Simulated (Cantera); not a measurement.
Cantera run:

```python
import numpy as np
import cantera as ct

gas_names = """
    C CH CH2 CH3 CH2OH CH3O CH4 CH3OH CO CO2 COOH C2 C2H CHCO,ketyl C2H2,acetylene C2H2,vinylidene
    CH2CO,ketene C2H3,vinyl CH3CO,acetyl C2H4 C2H4O,ethylen CH3CHO,ethanal CH3COOH (HCOOH)2 C2H5 C2H6
    CH3OCH3 C2H5OH C2O C3 C3H3,propargyl C3H4,allene C3H4,propyne C3H4,cyclo- C3H5,allyl C3H6,propylene
    C3H6,cyclo- C3H6O C3H7,n-propyl C3H7,i-propyl C3H8 C3H8O,1propanol C3H8O,2propanol C3O2 C4 C4H2
    C4H4,1,3-cyclo- C4H6,butadiene C4H6,2-butyne C4H6,cyclo- C4H8,1-butene C4H8,cis2-buten
    C4H8,tr2-butene C4H8,isobutene C4H8,cyclo- (CH3COOH)2 C4H9,n-butyl C4H9,i-butyl C4H9,s-butyl
    C4H9,t-butyl C4H10,isobutane C4H10,n-butane C5 C5H6,1,3cyclo- C5H8,cyclo- C5H10,1-pentene
    C5H10,cyclo- C5H11,pentyl C5H11,t-pentyl C5H12,n-pentane C5H12,i-pentane CH3C(CH3)2CH3 C6H2
    C6H5,phenyl C6H5O,phenoxy C6H6 C6H5OH,phenol C6H10,cyclo- C6H12,1-hexene C6H12,cyclo- C6H13,n-hexyl
    C7H7,benzyl C7H8 C7H8O,cresol C7H14,1-heptene C7H15,n-heptyl C7H16,n-heptane C8H8,styrene
    C8H10,ethylbenz C8H16,1-octene C8H17,n-octyl C8H18,isooctane C8H18,n-octane C9H19,n-nonyl
    C10H8,naphthale C10H21,n-decyl C12H9,o-bipheny C12H10,bipheny H HCO HO2 H2 HCHO,formaldehy HCOOH H2O
    H2O2 O OH O2 O3
""".split()
cond_names = """
    C(gr) C6H6(L) C7H8(L) C8H18(L),n-octa H2O(s) H2O(L)
""".split()


def load(file, names, dense=False):
    # The tables refer to 1 bar. Condensed volumes are neglected.
    table = {s.name: s for s in ct.Species.list_from_file(file)}
    out = []
    for n in names:
        d = dict(table[n].input_data)
        d["thermo"] = dict(d["thermo"], **{"reference-pressure": 1e5})
        if dense:
            d["equation-of-state"] = {"model": "constant-volume", "density": "1e6 g/cm^3"}
        out.append(ct.Species.from_dict(d))
    return out


gas = ct.Solution(thermo="ideal-gas", species=load("nasa_gas.yaml", gas_names))
cond = {s.name: ct.Solution(thermo="fixed-stoichiometry", species=[s], name=s.name)
        for s in load("nasa_condensed.yaml", cond_names, dense=True)}
atoms = {
    'C': {'C': 1},
    'CO2': {'C': 1, 'O': 2},
    'H2': {'H': 2},
}
top_T = {'C(gr)': 4500}  # K; cautious upper limits of use, not melting points


def equilibrate(T, P, feed):
    n = {}
    for name, mol in feed.items():
        for a, k in atoms[name].items():
            n[a] = n.get(a, 0.0) + k * mol
    gas.TPX = T, P, n
    mass = sum(n.values()) * gas.mean_molecular_weight
    gas.equilibrate("TP")
    valid = [c for c in cond.values() if c.min_temp <= T <= top_T.get(c.name, c.max_temp)]
    mix = ct.Mixture([(gas, mass / gas.mean_molecular_weight)] + [(c, 0.0) for c in valid])
    mix.T, mix.P = T, P
    mix.equilibrate("TP", solver="vcs", rtol=1e-11, max_steps=5000)
    return mix


results = []
feed = {'C': 1, 'CO2': 0.37, 'H2': 7.5}  # mol
P = 1600000  # Pa
for T in [1048, 1248, 1448, 1648, 1848, 2048, 2248, 2448, 2648, 2848]:
    mix = equilibrate(T, P, feed)
    results.append((T, P, feed, dict(zip(mix.species_names, mix.species_moles))))

top = {s: max(r[3][s] / sum(r[3][g] for g in gas_names) for r in results) for s in gas_names}
cols = sorted((s for s in top if top[s] > 1e-06), key=lambda s: -top[s])[:5]
seen = [c for c in cond_names if any(r[3].get(c, 0) > 1e-12 for r in results)]
print("log10 of partial pressures in bar; condensed amounts in mol")
print(f"{'T/K':>10s}" + "".join(f"{s[:9]:>10s}" for s in cols + seen))
for T, P, feed, n in results:
    ng = sum(n[g] for g in gas_names)
    print(f"{T:10.4g}" + "".join(f"{np.log10(max(n[s] / ng * P / 1e5, 1e-99)):10.3f}" for s in cols)
          + "".join(f"{n.get(c, 0):10.4g}" for c in seen))
```

Result:

```
log10 of partial pressures in bar; condensed amounts in mol
       T/K        H2       CH4       H2O        CO C2H2,acet     C(gr)
      1048     1.046     0.488     0.163    -0.525    -8.100         0
      1248     1.105     0.222    -0.558     0.114    -5.580         0
      1448     1.142    -0.193    -1.295     0.160    -4.181    0.3391
      1648     1.154    -0.565    -1.871     0.161    -3.195    0.4977
      1848     1.159    -0.864    -2.327     0.160    -2.431    0.5577
      2048     1.160    -1.106    -2.693     0.159    -1.820    0.5737
      2248     1.159    -1.306    -2.993     0.158    -1.321    0.5534
      2448     1.156    -1.474    -3.244     0.157    -0.907    0.4807
      2648     1.149    -1.624    -3.460     0.156    -0.562    0.3235
      2848     1.135    -1.764    -3.651     0.153    -0.273   0.03683
```

Cantera equilibrium calculation (NASA polynomials, part measured and part estimated; ideal gas, pure solids and liquids).
